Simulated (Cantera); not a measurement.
Predominance diagram of Ca at 775 K against the partial pressures of O₂ and H₂O (log10, bar). Standard-state values (1 bar) from the NASA 1993 polynomials, evaluated with Cantera. Candidates: Ca(s), CaO(s), Ca(OH)₂(s). Only these pure phases compete in this equilibrium. 

```
log p(H₂O) \ log p(O₂)
        columns: -33, -31.4, -29.7, -28, -26.4, -24.8, -23.1, -21.5, -19.8, -18.2, -16.5, -14.8, -13.2, -11.6, -9.9, -8.2, -6.6, -5, -3.3, -1.7, 0
      1  A A A A B B B B B B B B B B B B B B B B B
   -1.9  C C C C C C C C C C C C C C C C C C C C C
   -4.8  C C C C C C C C C C C C C C C C C C C C C
   -7.6  C C C C C C C C C C C C C C C C C C C C C
  -10.5  C C C C C C C C C C C C C C C C C C C C C
  -13.4  C C C C C C C C C C C C C C C C C C C C C
  -16.2  C C C C C C C C C C C C C C C C C C C C C
  -19.1  C C C C C C C C C C C C C C C C C C C C C
    -22  C C C C C C C C C C C C C C C C C C C C C
```

A: out of reach (another gas would pass 10 bar, or a non-metal would condense); B: Ca(OH)₂(s); C: CaO(s).
